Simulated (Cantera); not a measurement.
# Adiabatic ignition

An adiabatic, constant-pressure homogeneous reactor starts with 17.7 % CO, 7.44 % H₂, 15.7 % O₂, 59.1 % N₂, equivalence ratio 0.80, at 1350 K and 0.820 bar.

Computed with Cantera and GRI-Mech 3.0 (53 species, 325 reactions).

```csv
t (s),T (K),x CO,x H₂,x O₂,x H₂O,x O
3.00e-6,1350,0.177,0.0744,0.157,3.04e-8,3.11e-8
7.82e-6,1350,0.177,0.0744,0.157,5.37e-7,2.38e-7
2.04e-5,1350,0.177,0.0743,0.157,7.97e-5,2.85e-5
5.31e-5,1627,0.134,0.00726,0.0927,0.0487,0.0310
0.000138,2115,0.0857,0.00862,0.0681,0.0514,0.0268
0.000361,2436,0.0717,0.00609,0.0631,0.0618,0.0150
0.000940,2634,0.0573,0.00431,0.0571,0.0677,0.00893
0.00245,2659,0.0546,0.00405,0.0544,0.0687,0.00790
0.00638,2654,0.0544,0.00405,0.0519,0.0690,0.00751
0.0166,2652,0.0543,0.00405,0.0508,0.0691,0.00734
0.0434,2651,0.0543,0.00405,0.0507,0.0691,0.00733
0.113,2651,0.0543,0.00405,0.0507,0.0691,0.00733
0.294,2651,0.0543,0.00405,0.0507,0.0691,0.00733
0.767,2651,0.0543,0.00405,0.0507,0.0691,0.00733
2.00,2651,0.0543,0.00405,0.0507,0.0691,0.00733
```
x: mole fraction; the columns are a selection and need not sum to one.

```
Property                                                             Value
---------------------------------  ---------------------------------------
time of steepest temperature rise                                  41.3 µs
temperature at 2.00 s                                               2651 K
equilibrium temperature                                             2651 K
x(CO) at 2.00 s                      0.0543 (gas-phase equilibrium 0.0543)
x(H₂) at 2.00 s                    0.00405 (gas-phase equilibrium 0.00405)
x(O₂) at 2.00 s                      0.0507 (gas-phase equilibrium 0.0507)
```
